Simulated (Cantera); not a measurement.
## Reactions in the system Mg-O-S

Standard-state values (1 bar) from the NASA 1993 polynomials, evaluated with Cantera. Values are per mole of reaction as written; species without (g) are pure solids or liquids, kept so even where they would boil at 1 bar.

3 Mg + SO₂(g) ⇌ MgS + 2 MgO

| T (K) | ΔH° (kJ) | ΔS° (J/K) | ΔG° (kJ) | log10 K | condensed phases |
|---|---|---|---|---|---|
| 548 | -1248.8 | -235.6 | -1119.8 | 106.73 | Mg(s), MgS(s), MgO(s) |
| 748 | -1246.8 | -232.4 | -1073.0 | 74.93 | Mg(s), MgS(s), MgO(s) |
| 948 | -1271.2 | -258.7 | -1026.0 | 56.53 | Mg(l), MgS(s), MgO(s) |
| 1148 | -1271.7 | -259.2 | -974.2 | 44.33 | Mg(l), MgS(s), MgO(s) |
| 1348 | -1271.8 | -259.3 | -922.3 | 35.74 | Mg(l), MgS(s), MgO(s) |
| 1548 | -1271.6 | -259.1 | -870.5 | 29.37 | Mg(l), MgS(s), MgO(s) |

MgO + SO₃(g) ⇌ 4 O(g) + MgS

```csv
T (K),ΔH° (kJ),ΔS° (J/K),ΔG° (kJ),log10 K
548,1656.0,431.1,1419.7,-135.32
748,1659.5,436.7,1332.9,-93.08
948,1661.8,439.4,1245.2,-68.61
1148,1663.4,440.9,1157.2,-52.65
1348,1664.6,441.9,1068.9,-41.42
1548,1665.5,442.5,980.5,-33.08
```
